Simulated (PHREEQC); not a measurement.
Synthetic water in mg/L, 25 °C, pH 3.45, pe 8.2:

```csv
constituent,mg/L
Na,1610
K,398
Ca,39.4
Mg,6.36
Cl,604
S(6) as SO4,3380
Cu(2),83.2
Zn,20.6
Li,4.62
Pb,17.2
```

Valence states are taken as typed.

All values are PHREEQC results (ion-association model, phreeqc.dat), not measurements.

```tsv
quantity	before	after
ionic strength (mol/kgw)	0.112	0.175
Na+ (mol/kgw)	0.0669	0.0646
SO4-2 (mol/kgw)	0.0293	0.0611
K+ (mol/kgw)	0.00956	0.00912
NaSO4- (mol/kgw)	0.00352	0.00608
Cu+2 (mol/kgw)	0.000719	0.000583
SI of Anglesite (PbSO4)	+0.73	+0.75
SI of Gypsum (CaSO4:2H2O)	-1.05	-0.94
```

Problem. What was changed between the two runs?
(A) Zn from 20.6 to 61.8 mg/L
(B) all concentrations times 4 at the same typed pH
(C) S(6) from 3380 to 6760 mg/L

Solution. C, S(6) from 3380 to 6760 mg/L

No solid was allowed to form. Some of these states are supersaturated (in Anglesite, for instance).
